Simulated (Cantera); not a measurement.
A Cantera script and what it prints.

```python
import numpy as np
import cantera as ct

gas_names = [...]  # 109 gases of nasa_gas.yaml made of C, Cl, H, Si
cond_names = """
    C(gr) C6H6(L) C7H8(L) C8H18(L),n-octa Si(cr) Si(L) SiC(b)
""".split()


# ... load() reads the species with a 1 bar reference pressure and builds the phases ...
atoms = {
    'CH3SiCl3': {'C': 1, 'H': 3, 'Si': 1, 'CL': 3},
    'HCl': {'H': 1, 'CL': 1},
    'H2': {'H': 2},
}
top_T = {'C(gr)': 4500, 'SiC(b)': 3050}  # K; cautious upper limits of use, not melting points


# ... equilibrate(T, P, feed) seeds the gas with the atoms and calls Mixture.equilibrate('TP', solver="vcs", rtol=1e-11, max_steps=5000) ...
results = []
feed = {'CH3SiCl3': 1, 'HCl': 2.6, 'H2': 6}  # mol
T = 1350  # K
P = 1333.22  # Pa
mix = equilibrate(T, P, feed)
results.append((T, P, feed, dict(zip(mix.species_names, mix.species_moles))))
print(gas.report(threshold=1e-06))
for i in range(1, mix.n_phases):
    print(f"{mix.phase(i).name:16s} {mix.phase_moles(i):12.5e} mol")
```

Output:

```
       temperature   1350 K
          pressure   1333.2 Pa
           density   0.0022687 kg/m^3
  mean mol. weight   19.1 kg/kmol
   phase of matter   gas

                          1 kg             1 kmol
                     ---------------   ---------------
          enthalpy       -7.3732e+05       -1.4083e+07  J
   internal energy        -1.325e+06       -2.5308e+07  J
           entropy             12903        2.4646e+05  J/K
    Gibbs function       -1.8157e+07        -3.468e+08  J
 heat capacity c_p            1734.4             33127  J/K
 heat capacity c_v            1299.1             24813  J/K

                      mass frac. Y      mole frac. X     chem. pot. / RT
                     ---------------   ---------------   ---------------
               CH4        1.8743e-05        2.2315e-05           -48.474
                CL        1.9535e-05        1.0525e-05           -26.815
                 H        7.9958e-07        1.5151e-05           -11.619
               HCL           0.85765           0.44932           -38.434
                H2          0.056874           0.53884           -23.237
             SiCL2          0.020754         0.0040047           -63.533
             SiCL3          0.014572         0.0020704           -90.348
             SiCL4          0.047487          0.005339           -117.16
            SiHCL3            0.0026        0.00036666           -101.97
           SiH2CL2        1.9419e-05        3.6723e-06            -86.77
     [  +99 minor]        1.0409e-06        7.2099e-07

C(gr)             1.35510e-01 mol
Si(cr)            0.00000e+00 mol
SiC(b)            8.64217e-01 mol
```

Equilibrium computed with Cantera from the NASA thermochemical tables; the gas is ideal and each condensed phase is pure. The feed counts by its element totals alone. The tables' values for SiCl3 are old estimates; treat these amounts as uncertain.
